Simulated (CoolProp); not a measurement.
Vapour-liquid equilibrium of R125 (1) + R152A (2) at 233.5 K; x and y are mole fractions of (1).

Model: multi-fluid Helmholtz-energy mixture model, Lemmon 2005 and Outcalt 1996; pair parameters Bell 2016, in CoolProp.

| x | bubble pressure (kPa) | y at the bubble point | dew pressure at overall composition x (kPa) | liquid density (mol/L) |
|---|---|---|---|---|
| 0.05 | 53.54 | 0.144 | 49.85 | 15.59 |
| 0.15 | 63.62 | 0.349 | 53.80 | 15.20 |
| 0.25 | 73.07 | 0.493 | 58.37 | 14.83 |
| 0.35 | 82.33 | 0.606 | 63.70 | 14.47 |
| 0.45 | 91.72 | 0.698 | 69.99 | 14.12 |
| 0.55 | 101.5 | 0.776 | 77.48 | 13.79 |
| 0.65 | 111.7 | 0.842 | 86.60 | 13.46 |
| 0.75 | 122.4 | 0.899 | 98.00 | 13.14 |
| 0.85 | 133.6 | 0.946 | 113.0 | 12.82 |
| 0.95 | 145.0 | 0.984 | 134.7 | 12.51 |

No azeotrope shows between x = 0.05 and 0.95.

The pair parameters rest on a limited set of measurements; away from them the model extrapolates. The gap from Raoult's law changes sign with composition, which may be real or a fault of the pair parameters; it wasn't checked against measurements.
